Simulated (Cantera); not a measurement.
# Ignition delay

Mixture: CH4 : O2 : N2 : H2 = 1 : 3.17 : 11.9 : 0.054 (molar parts), equivalence ratio 0.64, at 0.910 bar, adiabatic and at constant volume. Ignition delay is the time to a rise of 400 K.

Cantera simulation using GRI-Mech 3.0 (53 species, 325 reactions); the numbers are that mechanism's predictions, not measurements.

```json
[
 {"T0 (K)": "1323", "delay (ms)": "4.71"},
 {"T0 (K)": "1373", "delay (ms)": "2.72"},
 {"T0 (K)": "1423", "delay (ms)": "1.63"},
 {"T0 (K)": "1473", "delay (ms)": "1.01"},
 {"T0 (K)": "1523", "delay (ms)": "0.658"},
 {"T0 (K)": "1573", "delay (ms)": "0.443"},
 {"T0 (K)": "1623", "delay (ms)": "0.307"},
 {"T0 (K)": "1673", "delay (ms)": "0.219"}
]
```

| Quantity | Value |
|---|---|
| apparent activation energy between 1573 and 1673 K | 150 kJ/mol |
